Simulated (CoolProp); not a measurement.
Properties of decamethyltetrasiloxane (MD2M) at several states (Tc = 599.4 K, pc = 1.144 MPa, ω = 0.635).

Model: reference Helmholtz-energy equation of state, Thol 2017, in CoolProp.

```csv
T (K),p (MPa),phase,density (kg/m³),cv (kJ/(kg K))
540.6,0.47,liquid,?,?
381.3,0.0171,liquid,764.8,?
457.3,0.0323,gas,2.704,?
513.8,3.72,liquid,?,?
366.5,1.34,liquid,783.0,?
```

Question: What belongs in the gaps?

Answer: 
- 540.6, density (kg/m³): 558.3
- 540.6, cv (kJ/(kg K)): 1.974
- 381.3, cv (kJ/(kg K)): 1.648
- 457.3, cv (kJ/(kg K)): 1.749
- 513.8, density (kg/m³): 633.8
- 513.8, cv (kJ/(kg K)): 1.915
- 366.5, cv (kJ/(kg K)): 1.613
